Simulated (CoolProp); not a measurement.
Vapour-liquid equilibrium of hydrogen sulfide (1) + n-pentane (2) at 234.1 K; x and y are mole fractions of (1).

Values from CoolProp's multi-fluid Helmholtz-energy mixture model, Lemmon 2006 and Thol 2019; pair parameters Kunz 2012.

```tsv
x	bubble pressure, mixture model (bar)	bubble pressure, Raoult's law (bar)	y, mixture model	y, Raoult's law
0.05	0.2525	0.1610	0.890	0.829
0.2	1.047	0.5569	0.977	0.958
0.35	1.668	0.9529	0.987	0.980
0.5	1.980	1.349	0.990	0.989
0.65	2.127	1.745	0.992	0.994
0.8	2.277	2.141	0.993	0.997
0.95	2.544	2.537	0.998	0.999
```

The largest gap from Raoult's law is +88.0 % in bubble pressure, at x = 0.2. No azeotrope shows between x = 0.05 and 0.95.

The pair parameters rest on a limited set of measurements; away from them the model extrapolates. With so large a gap from Raoult's law the liquid may split in two, which this calculation doesn't test in full.
